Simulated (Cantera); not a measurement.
An adiabatic, constant-pressure homogeneous reactor starts with CO : H₂ : CH₄ : O₂ : N₂ = 1 : 0.27 : 0.2 : 0.609 : 2.29 (molar parts), equivalence ratio 1.7, at 1675 K and 29000 Pa. Integrator tolerance rtol = 1e-08.

Detailed kinetics in Cantera: GRI-Mech 3.0 (53 species, 325 reactions).

**Question.** What does this change do: pressure from 29000 Pa to 2700000 Pa?

**Answer.** 
| quantity | before | after |
|---|---|---|
| time of steepest temperature rise | 0.146 ms | 3.46 µs |
| temperature at 2.00 s | 2738 K | 3075 K |
| equilibrium temperature | 2738 K | 3075 K |
| x(CO) at 2.00 s | 0.192 (gas-phase equilibrium 0.192) | 0.184 (gas-phase equilibrium 0.184) |
| x(H₂) at 2.00 s | 0.0336 (gas-phase equilibrium 0.0336) | 0.0294 (gas-phase equilibrium 0.0294) |
| x(CH₄) at 2.00 s | <1e-12 (gas-phase equilibrium <1e-12) | 1.33e-11 (gas-phase equilibrium 1.55e-11) |
| x(CH₂O) at 2.00 s | 7.53e-10 (gas-phase equilibrium 7.53e-10) | 5.93e-8 (gas-phase equilibrium 5.93e-8) |
| x(N₂O) at 2.00 s | 1.41e-7 (gas-phase equilibrium 1.41e-7) | 1.06e-6 (gas-phase equilibrium 1.06e-6) |
| x(CH₂CO) at 2.00 s | <1e-12 (gas-phase equilibrium <1e-12) | <1e-12 (gas-phase equilibrium <1e-12) |
| x(OH) at 2.00 s | 0.0178 (gas-phase equilibrium 0.0178) | 0.00953 (gas-phase equilibrium 0.00953) |
The pressure lies above the range GRI-Mech 3.0 was tuned for (to about 10 atm). Above 3000 K some thermodynamic fits are extrapolated.

**Question.** What does this change do: H2 0.27 to 0.74 parts?

**Answer.** 
```csv
quantity,before,after
time of steepest temperature rise,0.146 ms,76.1 µs
temperature at 2.00 s,2738 K,2716 K
equilibrium temperature,2738 K,2716 K
x(CO) at 2.00 s,0.192 (gas-phase equilibrium 0.192),0.200 (gas-phase equilibrium 0.200)
x(H₂) at 2.00 s,0.0336 (gas-phase equilibrium 0.0336),0.0792 (gas-phase equilibrium 0.0792)
x(CH₄) at 2.00 s,<1e-12 (gas-phase equilibrium <1e-12),<1e-12 (gas-phase equilibrium <1e-12)
x(CH₂O) at 2.00 s,7.53e-10 (gas-phase equilibrium 7.53e-10),1.85e-9 (gas-phase equilibrium 1.85e-9)
x(N₂O) at 2.00 s,1.41e-7 (gas-phase equilibrium 1.41e-7),6.53e-8 (gas-phase equilibrium 6.53e-8)
x(CH₂CO) at 2.00 s,<1e-12 (gas-phase equilibrium <1e-12),<1e-12 (gas-phase equilibrium <1e-12)
x(OH) at 2.00 s,0.0178 (gas-phase equilibrium 0.0178),0.0142 (gas-phase equilibrium 0.0142)
```
